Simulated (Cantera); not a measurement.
A closed system holds: 1 mol C2H2, a varied amount of H2, held at 2773.15 K and 150000 Pa.

Method: chemical equilibrium by Gibbs-energy minimisation in Cantera with the NASA 1993 tables (ideal gas, pure condensed phases). Candidate condensed phases: C, C6H6, C7H8, C8H18; 76 gas species. Equilibrium is a limit: real reactors are often held back by kinetics, nucleation or transport.

### Question
What share of the C ends up in condensed phases as a function of n(H2) (mol), at 1.3, 2.1, 3.7, 6.3, 11, 18, 31, 53?

### Answer
| n(H2) (mol) | C condensed (%) | as |
|---|---|---|
| 1.3 | 93.1 | C(graphite) |
| 2.1 | 90.7 | C(graphite) |
| 3.7 | 86.0 | C(graphite) |
| 6.3 | 78.2 | C(graphite) |
| 11 | 64.1 | C(graphite) |
| 18 | 43.2 | C(graphite) |
| 31 | 4.4 | C(graphite) |
| 53 | 0.0 | - |
